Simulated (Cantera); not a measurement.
Source: NASA polynomial tables (part measured, part estimated), evaluated in Cantera. Values are per mole of reaction as written; species without (g) are pure solids or liquids, kept so even where they would boil at 1 bar.

1.333 B + O₂(g) ⇌ 0.6667 B₂O₃(g), with ΔH° = -557.3 kJ and ΔS° = -23.7 J/K at 300 K.

How far is the shortcut ΔG° ≈ ΔH°(300 K) − T·ΔS°(300 K) from the full temperature-dependent value at 1698, 1748, 1798, 1848, 1898, 1948, 1998, 2048, 2098 K?


```tsv
T (K)	shortcut (kJ)	full (kJ)	difference (kJ)	difference in log10 K
1698	-517.0	-513.0	-4.0	0.12
1748	-515.8	-511.5	-4.3	0.13
1798	-514.7	-510.0	-4.6	0.13
1848	-513.5	-508.5	-5.0	0.14
1898	-512.3	-507.0	-5.3	0.15
1948	-511.1	-505.5	-5.6	0.15
1998	-509.9	-504.0	-5.9	0.16
2048	-508.7	-502.4	-6.3	0.16
2098	-507.5	-500.9	-6.6	0.17
```
The shortcut ignores the heat-capacity change of the reaction.
